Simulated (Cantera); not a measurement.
## Nitride etching: BN + Cl2 + H2

Charge: 1 mol BN, 25 mol Cl2, 31 mol H2, at 1423.15 K and 49.0 Pa.

These are equilibrium values from Cantera (NASA tables, ideal gas, pure condensed phases), not measurements of a reactor. Candidate condensed phases: B, BN, NH4Cl; 21 gas species. The tables' values for BCl2, BCl are old estimates; treat these amounts as uncertain. Gases not in the tables: BHCl2. Kinetics and transport are ignored.

```json
{
  "x(HCl)": "0.839",
  "x(H2)": "0.134",
  "x(BCl3)": "0.0175",
  "x(N2)": "0.00892",
  "x(Cl)": "0.000565",
  "x(BCl2)": "0.000207",
  "x(H)": "0.000110",
  "x(BCl)": "0.000101",
  "gas_amount": "56.03 mol",
  "log10 activity of B(s) (absent)": "-1.94"
}
```
